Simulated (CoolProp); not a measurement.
Vapour-liquid equilibrium of cis-2-butene (1) + acetone (2) at 0.299 MPa; x and y are mole fractions of (1).

Computed with CoolProp (multi-fluid Helmholtz-energy mixture model, Lemmon 2005 and Lemmon 2006; pair parameters Bell 2016).

```tsv
x	bubble temperature, mixture model (K)	bubble temperature, Raoult's law (K)	y, mixture model	y, Raoult's law
0.05	353.8	359.5	0.283	0.179
0.125	341.1	352.4	0.535	0.383
0.2	332.3	346.2	0.670	0.531
0.275	326.3	340.7	0.745	0.642
0.35	322.2	335.9	0.792	0.725
0.425	319.4	331.5	0.823	0.789
0.5	317.3	327.6	0.845	0.840
0.575	315.7	324.1	0.863	0.880
0.65	314.3	320.9	0.879	0.912
0.725	313.1	317.9	0.896	0.938
0.8	312.0	315.2	0.915	0.959
0.875	310.8	312.8	0.939	0.977
0.95	309.7	310.4	0.972	0.991
```

The largest gap from Raoult's law is -14.4 K in bubble temperature, at x = 0.275. No azeotrope shows between x = 0.05 and 0.95.

Pair parameters are fitted to limited data, so mixtures are less certain than the pure fluids.
